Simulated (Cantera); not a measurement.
Charge: 1 mol Fe(CO)₅, 14 mol N₂, at 3.20 mbar.

These are equilibrium values from Cantera (NASA tables, ideal gas, pure condensed phases), not measurements of a reactor. Candidate condensed phases: C, Fe, Fe(CO)₅, FeO, Fe₂O₃, Fe₃O₄; 27 gas species. Condensed phases not in the tables: cementite and carbon dissolved in iron. Equilibrium is a limit: real reactors are often held back by kinetics, nucleation or transport.

At 1073 K, list the 3 most abundant gas species with their mole fractions, and the condensed phases.

N₂ 0.737, CO 0.263, CO₂ 3.12e-5. Condensed: C(graphite) + Fe(α).
